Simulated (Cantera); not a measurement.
An isothermal, constant-pressure homogeneous reactor starts with CO : O2 : H2O : N2 = 0.0031 : 0.017 : 0.0071 : 1 (molar parts), at 1100 K and 0.240 bar.

Computed with Cantera and GRI-Mech 3.0 (53 species, 325 reactions).

One state of this run: x CO = 1.98e-5; x O2 = 0.0151; x H2O = 0.00692; x NO = 2.06e-8; x H2 = 5.81e-7; x O = 1.81e-6; x CO2 = 0.00300. x: mole fraction; the columns are a selection and need not sum to one.

### Question
Which value of t (s) does it belong to?
A) 0.483
B) 0.102
C) 0.0214
D) 0.00207

### Answer
A, 0.483
